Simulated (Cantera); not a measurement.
# Pyrogenic steam for wet oxidation

An isothermal, constant-pressure homogeneous reactor starts with H2 : O2 : N2 = 0.67 : 1 : 4.7 (molar parts), equivalence ratio 0.34, at 1350 K and 0.987 atm.

Detailed kinetics in Cantera: the H2/O2 subset of GRI-Mech 3.0, which has no nitrogen chemistry. The temperature is held fixed by assumption; the heat of reaction is taken as removed at once.

| t (s) | x H2 | x O2 | x HO2 | x H2O | x H2O2 | x OH | x O |
|---|---|---|---|---|---|---|---|
| 5.00e-5 | 0.00650 | 0.108 | 5.83e-5 | 0.0939 | 4.93e-6 | 0.00478 | 0.0101 |
| 0.000211 | 0.000287 | 0.110 | 1.77e-5 | 0.110 | 1.26e-6 | 0.000799 | 0.000347 |
| 0.000889 | 1.43e-5 | 0.110 | 1.69e-6 | 0.111 | 2.09e-7 | 0.000200 | 2.05e-5 |
| 0.00375 | 1.37e-6 | 0.110 | 2.34e-7 | 0.111 | 4.10e-8 | 7.22e-5 | 2.66e-6 |
| 0.0158 | 2.42e-7 | 0.110 | 5.87e-8 | 0.111 | 9.64e-9 | 3.19e-5 | 5.25e-7 |
| 0.0667 | 8.06e-8 | 0.110 | 3.88e-8 | 0.111 | 3.45e-9 | 1.81e-5 | 1.70e-7 |
| 0.281 | 6.87e-8 | 0.110 | 3.84e-8 | 0.111 | 2.92e-9 | 1.65e-5 | 1.41e-7 |
| 1.19 | 6.87e-8 | 0.110 | 3.84e-8 | 0.111 | 2.92e-9 | 1.65e-5 | 1.41e-7 |
| 5.00 | 6.87e-8 | 0.110 | 3.84e-8 | 0.111 | 2.92e-9 | 1.65e-5 | 1.41e-7 |
x: mole fraction; the columns are a selection and need not sum to one.

Equilibrium at this temperature and pressure: H2 6.87e-8, O2 0.110, HO2 3.84e-8, H2O 0.111, H2O2 2.92e-9, OH 1.65e-5, O 1.41e-7 (gas phase only).
